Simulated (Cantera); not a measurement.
## Thermodynamics of sublimation and decomposition of ceramics, feed MgO + C + H2

Input: 1 mol MgO, 0.27 mol C, 0.2 mol H2, at 1.00 bar.

These are equilibrium values from Cantera (NASA tables, ideal gas, pure condensed phases), not measurements of a reactor. Candidate condensed phases: C, C6H6, C7H8, C8H18, H2O, Mg, MgCO3, MgO, Mg(OH)2; 116 gas species. The tables' values for MgH are old estimates; treat these amounts as uncertain. Kinetics and transport are ignored.

From 1473 K to 1998 K the condensed part is C(graphite) + MgO(s). From 2073 K to 2148 K the condensed part is MgO(s). The main Mg-bearing gas is Mg throughout.

| T (K) | log p H2 | log p CO | log p Mg | log p MgH | log p CH4 | log p H | log p C2H2 (acetylene) | n C(graphite) | n MgO(s) |
|---|---|---|---|---|---|---|---|---|---|
| 1473 | 0.00 | -3.31 | -3.32 | -5.32 | -2.54 | -4.90 | -5.19 | 0.269 | 1.000 |
| 1548 | 0.00 | -2.78 | -2.78 | -4.75 | -2.69 | -4.51 | -4.81 | 0.269 | 1.000 |
| 1623 | -0.01 | -2.30 | -2.30 | -4.24 | -2.84 | -4.16 | -4.46 | 0.269 | 0.999 |
| 1698 | -0.01 | -1.86 | -1.87 | -3.78 | -2.98 | -3.85 | -4.16 | 0.267 | 0.997 |
| 1773 | -0.03 | -1.46 | -1.47 | -3.36 | -3.14 | -3.56 | -3.89 | 0.262 | 0.993 |
| 1848 | -0.08 | -1.10 | -1.10 | -2.99 | -3.33 | -3.31 | -3.67 | 0.251 | 0.981 |
| 1923 | -0.19 | -0.76 | -0.76 | -2.69 | -3.65 | -3.12 | -3.53 | 0.216 | 0.947 |
| 1998 | -0.54 | -0.45 | -0.45 | -2.53 | -4.45 | -3.06 | -3.66 | 0.0254 | 0.756 |
| 2073 | -0.57 | -0.44 | -0.44 | -2.52 | -5.15 | -2.87 | -4.58 | 0 | 0.730 |
| 2148 | -0.57 | -0.44 | -0.44 | -2.50 | -5.76 | -2.67 | -5.46 | 0 | 0.730 |
log p: log10 of the partial pressure in bar; n: condensed amount in mol.
